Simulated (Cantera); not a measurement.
An isothermal, constant-pressure homogeneous reactor starts with C3H8 : H2 = 1 : 6.2 (molar parts), at 1100 K and 0.0132 atm.

Computed with Cantera and GRI-Mech 3.0 (53 species, 325 reactions). GRI-Mech 3.0 was tuned for natural gas; its chemistry of propane as a main component is partial and can be far from experiment. GRI-Mech 3.0 stops at C3 and has no aromatics, soot or wall deposition, so with more carbon than oxygen in the feed, carbon stays in small species such as C2H2 where larger ones or solid carbon would form. Radical loss at walls, strong at low pressure, is not modelled.

x: mole fraction; the columns are a selection and need not sum to one.

```tsv
t (s)	x C3H8	x H2	x C2H6	x C2H2	x CH3
2.00e-5	0.139	0.861	(withheld)	<1e-12	2.52e-7
0.000138	0.139	0.861	(withheld)	<1e-12	1.86e-6
0.000946	0.139	0.861	(withheld)	2.44e-11	1.81e-5
0.00650	0.137	0.860	(withheld)	6.03e-8	0.000134
0.0447	0.112	0.841	(withheld)	2.23e-5	0.000217
0.308	0.0208	0.773	(withheld)	0.00103	8.67e-5
2.11	0.000155	0.758	(withheld)	0.00532	7.28e-6
14.5	8.16e-7	0.759	(withheld)	0.0121	3.57e-6
100	5.10e-7	0.764	(withheld)	0.0388	3.20e-6
```

**Question.** Fill in the missing entries.

**Answer.** 
- 2.00e-5, x C2H6: 1.88e-9
- 0.000138, x C2H6: 8.15e-8
- 0.000946, x C2H6: 2.33e-6
- 0.00650, x C2H6: 3.26e-5
- 0.0447, x C2H6: 0.000505
- 0.308, x C2H6: 0.00129
- 2.11, x C2H6: 0.000712
- 14.5, x C2H6: 0.000596
- 100, x C2H6: 0.000427
